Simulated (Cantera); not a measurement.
# Moist CO burnout

An isothermal, constant-pressure homogeneous reactor starts with CO : O2 : H2O : N2 = 0.002 : 0.017 : 0.0015 : 1 (molar parts), equivalence ratio 0.059, at 1300 K and 3.06 atm.

Computed with Cantera and GRI-Mech 3.0 (53 species, 325 reactions).

```csv
t (s),x CO,x O2,x H2O,x CO2,x NO
1.00e-5,0.00196,0.0167,0.00147,2.16e-10,<1e-12
5.01e-5,0.00196,0.0167,0.00147,1.11e-9,<1e-12
0.000251,0.00196,0.0167,0.00147,7.74e-9,<1e-12
0.00126,0.00196,0.0167,0.00147,5.47e-7,<1e-12
0.00632,0.00112,0.0162,0.00146,0.000843,1.70e-8
0.0317,0.000119,0.0157,0.00147,0.00184,1.06e-7
0.159,2.99e-6,0.0157,0.00147,0.00196,1.51e-7
0.796,1.45e-8,0.0157,0.00147,0.00196,1.60e-7
3.99,1.37e-9,0.0157,0.00147,0.00196,1.60e-7
20.0,1.37e-9,0.0157,0.00147,0.00196,1.61e-7
```
x: mole fraction; the columns are a selection and need not sum to one.

Equilibrium at this temperature and pressure: CO 1.37e-9, O2 0.0156, H2O 0.00147, CO2 0.00196, NO 0.000121 (gas phase only).
